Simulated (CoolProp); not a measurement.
Model: reference Helmholtz-energy equation of state, Akasaka 2022, in CoolProp.

Question: For R1233zd(E), give the phase and the Z, cv (kJ/(kg K)), Joule-Thomson coefficient (K/MPa) at 391.2 K and 5210 kPa; 398.5 K and 5210 kPa; 427.9 K and 5210 kPa.

Answer: 
- 391.2 K and 5210 kPa: liquid; Z 0.204, cv 0.936, Joule-Thomson coefficient 0.227
- 398.5 K and 5210 kPa: liquid; Z 0.205, cv 0.945, Joule-Thomson coefficient 0.334
- 427.9 K and 5210 kPa: liquid; Z 0.220, cv 0.983, Joule-Thomson coefficient 1.20
